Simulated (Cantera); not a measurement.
A closed system holds: 1 mol SiC, a varied amount of H2O, 3.8 mol H2, equilibrated at 1950 °C and 10000 Pa.

Equilibrium computed with Cantera from the NASA thermochemical tables; the gas is ideal and each condensed phase is pure. Candidate condensed phases: C, C6H6, C7H8, C8H18, H2O, Si, SiC, SiO2; 123 gas species. Gases not in the tables: Si2H6 and higher silanes. Rates play no part.

At 0.51 mol H2O, list the 4 most abundant gas species with their mole fractions, and the condensed phases.

H2 0.871, CO 0.0548, SiO 0.0495, H 0.0189. Condensed: SiC(s).
